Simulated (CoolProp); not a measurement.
Values from CoolProp's reference Helmholtz-energy equation of state, de Reuck 1993.

Problem. For methanol, give the phase and the cp (kJ/(kg K)), cv (kJ/(kg K)), speed of sound (m/s), isothermal compressibility (1/MPa) at 403.5 K and 114 bar; 529.8 K and 114 bar.

Solution. 
- 403.5 K and 114 bar: liquid; cp 3.42, cv 2.73, speed of sound 867, isothermal compressibility 0.00240
- 529.8 K and 114 bar: supercritical; cp 15.1, cv 3.78, speed of sound 240, isothermal compressibility 0.196
